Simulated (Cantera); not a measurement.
An isothermal, constant-pressure homogeneous reactor starts with 4.21 % H2, 95.8 % O2, equivalence ratio 0.022, at 1125 K and 180 Pa.

Detailed kinetics in Cantera: the H2/O2 subset of GRI-Mech 3.0, which has no nitrogen chemistry. Radical loss at walls, strong at low pressure, is not modelled. The temperature is held fixed by assumption; the heat of reaction is taken as removed at once.

One state of this run: x H2 = 0.000541; x O2 = 0.929; x H = 0.00577; x H2O2 = 9.90e-9; x OH = 0.00214; x O = 0.0250; x H2O = 0.0378. x: mole fraction; the columns are a selection and need not sum to one.

Question: Which value of t (s) does it belong to?
(A) 100
(B) 0.308
(C) 2.11
(D) 0.0447

Answer: B, 0.308
